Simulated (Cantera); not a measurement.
Premixed flame

A freely propagating, adiabatic, planar premixed flame of 31.6 % H₂, 14.4 % O₂, 54.0 % N₂, unburnt at 325 K and 500000 Pa; unity-Lewis-number transport, grid criteria slope 0.08 and curve 0.16, no radiation.

Detailed kinetics in Cantera: the H2/O2 subset of GRI-Mech 3.0, which has no nitrogen chemistry. The hydrogen kinetics of GRI-Mech 3.0 are dated; newer H2 mechanisms differ, most at raised pressure. Unity Lewis numbers drop preferential diffusion, which matters most where H2 and H carry the flame. Burning velocities carry a grid error of a few per cent, more on coarse grids.

| z (mm) | T (K) | u (m/s) | x H₂ | x O₂ | x HO₂ | x H₂O₂ | x H₂O | x H |
|---|---|---|---|---|---|---|---|---|
| -0.139 | 325 | 2.03 | 0.316 | 0.144 | 1.19e-8 | <1e-8 | 8.40e-7 | <1e-8 |
| -0.0929 | 325 | 2.03 | 0.316 | 0.144 | 2.66e-7 | 7.95e-8 | 1.88e-5 | <1e-8 |
| -0.0696 | 326 | 2.04 | 0.316 | 0.144 | 1.63e-6 | 4.85e-7 | 0.000115 | <1e-8 |
| -0.0464 | 334 | 2.09 | 0.315 | 0.143 | 1.58e-5 | 4.40e-6 | 0.00109 | <1e-8 |
| -0.0232 | 499 | 3.08 | 0.298 | 0.134 | 0.000381 | 5.12e-5 | 0.0214 | 2.69e-6 |
| -0.0116 | 905 | 5.45 | 0.250 | 0.110 | 0.000749 | 6.56e-5 | 0.0760 | 0.00173 |
| 0 | 1401 | 8.16 | 0.162 | 0.0682 | 0.000295 | 1.79e-5 | 0.166 | 0.0186 |
| 0.0116 | 1716 | 9.77 | 0.0909 | 0.0337 | 0.000115 | 4.37e-6 | 0.234 | 0.0348 |
| 0.0232 | 1882 | 10.6 | 0.0654 | 0.0193 | 5.69e-5 | 2.77e-6 | 0.263 | 0.0339 |
| 0.0464 | 2049 | 11.4 | 0.0548 | 0.0116 | 2.85e-5 | 1.61e-6 | 0.282 | 0.0241 |
| 0.0929 | 2193 | 12.0 | 0.0489 | 0.00748 | 1.48e-5 | 9.90e-7 | 0.298 | 0.0146 |
| 0.186 | 2300 | 12.5 | 0.0435 | 0.00442 | 7.04e-6 | 6.41e-7 | 0.311 | 0.00848 |
| 0.371 | 2372 | 12.8 | 0.0393 | 0.00234 | 3.01e-6 | 3.95e-7 | 0.320 | 0.00495 |
x: mole fraction of selected species; z is measured from the peak of heat release.

The laminar burning velocity is 203 cm/s and the thermal thickness is 0.0464 mm. The peak x(HO₂) comes out as 0.000807, the peak x(H₂O₂) is 6.91e-5 and the peak x(H) is 0.0358. The grid points comes out as 115.
